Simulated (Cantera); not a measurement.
Charge: 1 mol B2O3, 1.6 mol NH3, 130 mol N2, at 1350 K and 0.00260 bar.

Cantera equilibrium calculation (NASA polynomials, part measured and part estimated; ideal gas, pure solids and liquids). Candidate condensed phases: B, BN, B2O3, B3O3H3, H2O; 39 gas species. Mutual solubility and eutectic melting of coexisting phases are not modelled. The numbers say what is thermodynamically allowed, not how fast it happens.

Base state: N2 0.981, H2 0.0177, HBO2 0.000482, B2O3 0.000270, HBO 8.22e-5, H2O 2.01e-5 (mole fractions); condensed: BN(s) + B2O3(l).

Task: What changes in the equilibrium state with this change: NH3 from 1.6 to 0.2 mol?

Result: 
```json
[
 {"species": "N2", "before": "0.981", "after": "0.997"},
 {"species": "H2", "before": "0.0177", "after": "0.00220"},
 {"species": "B2O3", "before": "0.000270", "after": "0.000270"},
 {"species": "HBO2", "before": "0.000482", "after": "0.000170"},
 {"species": "H2O", "before": "2.01e-5", "after": "2.51e-6"},
 {"species": "HBO", "before": "8.22e-5", "after": "2.89e-5"},
 {"species": "BN(s), mol", "before": "0.0191", "after": "0.00594"},
 {"species": "B2O3(l), mol", "before": "0.916", "after": "0.948"}
]
```
